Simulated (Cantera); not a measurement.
An adiabatic, constant-volume homogeneous reactor starts with CH4 : O2 : N2 : H2O = 1 : 3.08 : 11.6 : 0.88 (molar parts), at 1725 K and 1050 Torr.

Cantera simulation using GRI-Mech 3.0 (53 species, 325 reactions); the numbers are that mechanism's predictions, not measurements.

x: mole fraction; the columns are a selection and need not sum to one.

| t (s) | T (K) | P (bar) | x CH4 | x O2 | x H2O | x CH2CO | x HO2 |
|---|---|---|---|---|---|---|---|
| 1.00e-6 | 1725 | 1.40 | 0.0604 | 0.186 | 0.0531 | <1e-12 | 7.17e-7 |
| 3.35e-6 | 1725 | 1.40 | 0.0604 | 0.186 | 0.0531 | <1e-12 | [?] |
| 1.12e-5 | 1725 | 1.40 | 0.0603 | 0.186 | 0.0532 | 1.22e-11 | 6.03e-6 |
| 3.77e-5 | 1725 | 1.40 | 0.0599 | 0.186 | 0.0534 | [?] | [?] |
| 0.000126 | 2427 | 2.07 | 8.29e-6 | 0.0824 | 0.138 | 2.01e-5 | 1.52e-5 |
| 0.000423 | 2786 | 2.32 | <1e-12 | 0.0641 | 0.147 | <1e-12 | 1.71e-5 |
| 0.00142 | 2774 | 2.31 | <1e-12 | 0.0600 | 0.148 | <1e-12 | 1.60e-5 |
| 0.00475 | 2770 | 2.30 | <1e-12 | 0.0585 | 0.148 | <1e-12 | 1.55e-5 |
| 0.0159 | 2770 | 2.30 | <1e-12 | 0.0584 | 0.148 | <1e-12 | 1.55e-5 |
| 0.0534 | 2770 | 2.30 | <1e-12 | 0.0584 | 0.148 | <1e-12 | 1.55e-5 |
| 0.179 | 2770 | 2.30 | <1e-12 | 0.0584 | 0.148 | <1e-12 | 1.55e-5 |
| 0.600 | 2770 | 2.30 | <1e-12 | 0.0584 | 0.148 | <1e-12 | 1.55e-5 |

**Question.** Some entries are withheld; supply them.

**Answer.** 
- 3.35e-6, x HO2: 2.24e-6
- 3.77e-5, x CH2CO: 1.18e-8
- 3.77e-5, x HO2: 1.38e-5
